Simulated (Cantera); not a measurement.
Mixture: 11.2 % CH4, 18.7 % O2, 70.1 % N2, at 28.0 bar, adiabatic and at constant volume. Ignition delay is the time to a rise of 400 K.

Computed with Cantera and GRI-Mech 3.0 (53 species, 325 reactions). The pressure lies above the range GRI-Mech 3.0 was tuned for (to about 10 atm).

Predict: delay at 1150 K; delay at 1225 K; delay at 1300 K; delay at 1375 K; delay at 1450 K; delay at 1525 K; apparent activation energy between 1375 and 1525 K.


```
Item                                                    Result
--------------------------------------------------  ----------
delay at 1150 K                                        2.86 ms
delay at 1225 K                                        1.13 ms
delay at 1300 K                                       0.493 ms
delay at 1375 K                                       0.230 ms
delay at 1450 K                                       0.112 ms
delay at 1525 K                                        57.4 µs
apparent activation energy between 1375 and 1525 K  160 kJ/mol
```
